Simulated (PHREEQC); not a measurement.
Consider water at 25 °C with 1.1 mmol/kgw NH4HF2, 28 mmol/kgw H2SiF6, 0.045 mmol/kgw HBF4 and 18 mmol/kgw HCl. Closed to the air; pH follows from the charge balance.

All values are PHREEQC results (ion-association model, wateq4f.dat), not measurements.

No solid was allowed to form.

Task: Order these B species by the share of B that they hold, largest first: BF2(OH)2-, H3BO3, BF3OH-, BF4-.

Result: BF4- (75 %), H3BO3 (21 %), BF3OH- (3.5 %), BF2(OH)2- (0.59 %)

The pH is 1.23 and the ionic strength 0.0992 mol/kgw. Saturation is exceeded, for instance for Quartz (slow to form), Chalcedony (slow to form); the values hold only as long as no solid forms. Species that the database lacks are ignored. SiF6-2 is the database's only silicon fluoride. Real BF4- forms and hydrolyses slowly; the run takes it at equilibrium.
